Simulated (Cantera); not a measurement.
A Cantera script and what it prints.

```python
import numpy as np
import cantera as ct

gas_names = """
    AL ALCL ALCL2 ALCL3 AL2 AL2CL6 CL CL2
""".split()
cond_names = """
    AL(cr) AL(L) ALCL3(s) ALCL3(L)
""".split()


# ... load() reads the species with a 1 bar reference pressure and builds the phases ...
atoms = {
    'Al': {'AL': 1},
    'Cl2': {'CL': 2},
}
top_T = {}  # K; cautious upper limits of use, not melting points


# ... equilibrate(T, P, feed) seeds the gas with the atoms and calls Mixture.equilibrate('TP', solver="vcs", rtol=1e-11, max_steps=5000) ...
results = []
feed = {'Al': 1, 'Cl2': 4.7}  # mol
P = 1.1  # Pa
for T in [698, 798, 898, 998, 1098, 1198, 1298, 1398]:
    mix = equilibrate(T, P, feed)
    results.append((T, P, feed, dict(zip(mix.species_names, mix.species_moles))))
    x = sorted(zip(gas.X, gas.species_names), reverse=True)
    print(f"T = {T:g} K  P = {P:g} Pa  gas = {mix.phase_moles(0):.4g} mol")
    print("   x: " + "  ".join(f"{s} {v:.3e}" for v, s in x if v > 0.001))
    print("   condensed (mol): " + ("  ".join(f"{mix.phase(i).name} {mix.phase_moles(i):.4g}"
          for i in range(1, mix.n_phases) if mix.phase_moles(i) > 1e-12) or "none"))
```

It prints:

```
T = 698 K  P = 1.1 Pa  gas = 4.2 mol
   x: CL2 7.618e-01  ALCL3 2.380e-01
   condensed (mol): none
T = 798 K  P = 1.1 Pa  gas = 4.205 mol
   x: CL2 7.598e-01  ALCL3 2.378e-01  CL 2.346e-03
   condensed (mol): none
T = 898 K  P = 1.1 Pa  gas = 4.239 mol
   x: CL2 7.456e-01  ALCL3 2.359e-01  CL 1.855e-02
   condensed (mol): none
T = 998 K  P = 1.1 Pa  gas = 4.406 mol
   x: CL2 6.794e-01  ALCL3 2.269e-01  CL 9.368e-02
   condensed (mol): none
T = 1098 K  P = 1.1 Pa  gas = 4.974 mol
   x: CL2 4.877e-01  CL 3.112e-01  ALCL3 2.010e-01
   condensed (mol): none
T = 1198 K  P = 1.1 Pa  gas = 6.14 mol
   x: CL 6.320e-01  CL2 2.051e-01  ALCL3 1.629e-01
   condensed (mol): none
T = 1298 K  P = 1.1 Pa  gas = 7.057 mol
   x: CL 8.097e-01  ALCL3 1.417e-01  CL2 4.857e-02
   condensed (mol): none
T = 1398 K  P = 1.1 Pa  gas = 7.325 mol
   x: CL 8.533e-01  ALCL3 1.365e-01  CL2 1.022e-02
   condensed (mol): none
```

Cantera equilibrium calculation (NASA polynomials, part measured and part estimated; ideal gas, pure solids and liquids). The tables' values for AlCl2 are old estimates; treat these amounts as uncertain.
